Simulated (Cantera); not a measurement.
Thermodynamics of carbon deposition, reforming and gasification, feed C6H6 + NH3 + N2

Charge: 1 mol C6H6, 0.33 mol NH3, 28 mol N2, at 1330 Pa.

Cantera equilibrium calculation (NASA polynomials, part measured and part estimated; ideal gas, pure solids and liquids). Candidate condensed phases: C, C6H6, C7H8, C8H18; 92 gas species. Rates play no part.

From 748 K to 2948 K the condensed part is C(graphite). The main C-bearing gas is CH4 at 748 K and C3 at 2948 K.

| T (K) | log p N2 | log p H | log p H2 | log p HCN | log p CN | log p C3 | n C(graphite) |
|---|---|---|---|---|---|---|---|
| 748 | -1.93 | <-13 | -2.84 | -10.02 | <-13 | <-13 | 5.98 |
| 948 | -1.93 | -10.70 | -2.83 | -8.05 | <-13 | <-13 | 6.00 |
| 1148 | -1.93 | -8.56 | -2.83 | -6.77 | <-13 | <-13 | 6.00 |
| 1348 | -1.93 | -7.05 | -2.83 | -5.87 | -12.72 | <-13 | 6.00 |
| 1548 | -1.93 | -5.93 | -2.83 | -5.21 | -10.53 | <-13 | 5.99 |
| 1748 | -1.93 | -5.06 | -2.84 | -4.71 | -8.85 | -13.65 | 5.95 |
| 1948 | -1.93 | -4.37 | -2.85 | -4.31 | -7.51 | -11.13 | 5.87 |
| 2148 | -1.93 | -3.82 | -2.88 | -4.00 | -6.43 | -9.09 | 5.73 |
| 2348 | -1.94 | -3.38 | -2.94 | -3.77 | -5.54 | -7.40 | 5.51 |
| 2548 | -1.95 | -3.05 | -3.08 | -3.61 | -4.79 | -5.99 | 5.21 |
| 2748 | -1.96 | -2.83 | -3.33 | -3.55 | -4.15 | -4.78 | 4.75 |
| 2948 | -1.98 | -2.72 | -3.70 | -3.58 | -3.61 | -3.75 | 2.72 |
log p: log10 of the partial pressure in bar; n: condensed amount in mol.
